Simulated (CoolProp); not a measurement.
Vapour-liquid equilibrium of carbon dioxide (1) + CH2F2 (R32) (2) at 2.21 MPa; x and y are mole fractions of (1).

The numbers come from the multi-fluid Helmholtz-energy mixture model, Span 1996 and Tillner-Roth 1997; pair parameters Bell 2016 in CoolProp.

| x | bubble temperature (K) | y at the bubble point | dew temperature at overall composition x (K) | liquid density (mol/L) |
|---|---|---|---|---|
| 0.05 | 304.4 | 0.115 | 306.7 | 17.95 |
| 0.2 | 292.9 | 0.403 | 301.2 | 18.94 |
| 0.35 | 283.2 | 0.606 | 295.1 | 19.82 |
| 0.5 | 275.3 | 0.747 | 288.5 | 20.62 |
| 0.65 | 268.7 | 0.846 | 280.9 | 21.35 |
| 0.8 | [?] | 0.921 | 271.9 | 22.07 |
| 0.95 | 258.4 | [?] | 261.0 | [?] |

Question: Fill in the missing entries.

Answer: 
- 0.8, bubble temperature (K): 263.2
- 0.95, y at the bubble point: 0.982
- 0.95, liquid density (mol/L): 22.79

No azeotrope shows between x = 0.05 and 0.95.

The pair parameters rest on a limited set of measurements; away from them the model extrapolates.
